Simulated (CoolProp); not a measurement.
Model: reference Helmholtz-energy equation of state, Kamei 1995, in CoolProp.

Task: For R22, give the phase and the Z, speed of sound (m/s), expansivity (1/kK), viscosity (µPa s) at 226.85 °C and 13200 kPa.

Result: 
- 226.85 °C and 13200 kPa: supercritical; Z 0.734, speed of sound 216, expansivity 5.37, viscosity 29.9

Viscosity comes from a separate model (Bell 2016), an estimate that may be off by 10 % or more.
